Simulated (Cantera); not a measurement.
Feed: 1 mol SiCl₄, 29 mol N₂, equilibrated at 21.0 mbar.

Equilibrium computed with Cantera from the NASA thermochemical tables; the gas is ideal and each condensed phase is pure. Candidate condensed phases: Si, Si₃N₄; 13 gas species. The tables' values for SiCl₃ are old estimates; treat these amounts as uncertain. Kinetics and transport are ignored. All values below are at 1200 K.

Base state: N₂ 0.967, SiCl₄ 0.0333, SiCl₃ 3.37e-5, Cl 3.23e-5 (mole fractions); condensed: gas only.

Task: What changes in the equilibrium state with this change: SiCl₄ replaced by SiH₂Cl₂?

Result: 
```tsv
species	before	after
N₂	0.967	0.938
HCl	0	0.0494
H₂	0	0.00827
SiCl₄	0.0333	0.00393
SiHCl₃	0	1.79e-5
SiCl₂	2.99e-7	8.92e-5
Si₃N₄(s), mol	0	0.291
```
N₂ is the only nitrogen source here; it is nearly inert below about 1500 K, so the nitride shown seldom forms there in practice. Further candidate phases: NH₄Cl.
